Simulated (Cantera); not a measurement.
A perfectly stirred reactor is fed with N2O : N2 = 1 : 8.9 (molar parts), at 10.00 Torr; it is held at 1250 K, and followed from long to short residence time.

Computed with Cantera and GRI-Mech 3.0 (53 species, 325 reactions). GRI-Mech 3.0 was tuned for natural gas; its chemistry of N2O as a main component is partial and can be far from experiment. Radical loss at walls, strong at low pressure, is not modelled. The mechanism lacks the step 2 NO + O2 → 2 NO2, which can matter for NO2 below about 1400 K. The temperature is held fixed by assumption; the heat of reaction is taken as removed at once.

Q: What does this change do: N2 8.9 to 12 parts?

A: 
```csv
quantity,before,after
x(N2O) at τ = 3.70 s,0.0936,0.0713
x(NO2) at τ = 3.70 s,1.08e-7,8.21e-8
x(N2) at τ = 3.70 s,0.902,0.926
x(O) at τ = 3.70 s,3.85e-6,3.85e-6
x(NO) at τ = 3.70 s,0.000890,0.000678
x(N2O) at τ = 0.110 s,0.101,0.0767
x(NO2) at τ = 0.110 s,6.92e-10,5.17e-10
x(N2) at τ = 0.110 s,0.899,0.923
x(O) at τ = 0.110 s,3.73e-6,3.69e-6
x(NO) at τ = 0.110 s,2.76e-5,2.08e-5
```

Q: What does this change do: pressure from 10.00 Torr to 750 Torr?

A: 
```json
[
 {"quantity": "x(N2O) at τ = 3.70 s", "before": "0.0936", "after": "0.0199"},
 {"quantity": "x(NO2) at τ = 3.70 s", "before": "1.08e-7", "after": "5.97e-5"},
 {"quantity": "x(N2) at τ = 3.70 s", "before": "0.902", "after": "0.938"},
 {"quantity": "x(O) at τ = 3.70 s", "before": "3.85e-6", "after": "1.62e-6"},
 {"quantity": "x(NO) at τ = 3.70 s", "before": "0.000890", "after": "0.00594"},
 {"quantity": "x(N2O) at τ = 0.110 s", "before": "0.101", "after": "0.0870"},
 {"quantity": "x(NO2) at τ = 0.110 s", "before": "6.92e-10", "after": "1.53e-5"},
 {"quantity": "x(N2) at τ = 0.110 s", "before": "0.899", "after": "0.906"},
 {"quantity": "x(O) at τ = 0.110 s", "before": "3.73e-6", "after": "3.38e-6"},
 {"quantity": "x(NO) at τ = 0.110 s", "before": "2.76e-5", "after": "0.00160"}
]
```
